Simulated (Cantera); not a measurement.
Feed: 1 mol MgO, 30 mol HF, 11 mol H2, held at 7300 Pa.

Equilibrium computed with Cantera from the NASA thermochemical tables; the gas is ideal and each condensed phase is pure. Candidate condensed phases: H2O, Mg, MgF2, MgO, Mg(OH)2; 31 gas species. Equilibrium is a limit: real reactors are often held back by kinetics, nucleation or transport.

x: gas mole fraction; n: condensed amount in mol.

```tsv
T (K)	x HF	x H2	x H2O	x MgF2	x H	x MgF	x Mg2F4	n MgF2(s)	n MgF2(l)
1148	0.700	0.275	0.0250	7.40e-8	?	<1e-12	<1e-12	1.000	0
1223	0.700	0.275	0.0250	8.43e-7	?	6.12e-12	2.19e-11	1.000	0
1298	0.700	0.275	0.0250	7.17e-6	?	1.75e-10	3.84e-10	1.000	0
1373	0.700	0.275	0.0250	4.78e-5	?	3.44e-9	4.85e-9	0.998	0
1448	0.700	0.275	0.0250	0.000260	?	4.92e-8	4.67e-8	0.990	0
1523	0.699	0.275	0.0250	0.00118	?	5.36e-7	3.55e-7	0.953	0
1598	0.697	0.274	0.0249	0.00389	?	3.87e-6	1.55e-6	0	0.844
1673	0.692	0.272	0.0247	0.0110	?	2.24e-5	5.41e-6	0	0.555
1748	0.683	0.268	0.0244	0.0243	?	9.59e-5	1.25e-5	0	0
```

**Question.** Some entries are withheld; supply them.

**Answer.** 
- 1148, x H: 1.39e-7
- 1223, x H: 5.84e-7
- 1298, x H: 2.08e-6
- 1373, x H: 6.46e-6
- 1448, x H: 1.79e-5
- 1523, x H: 4.48e-5
- 1598, x H: 0.000103
- 1673, x H: 0.000220
- 1748, x H: 0.000438
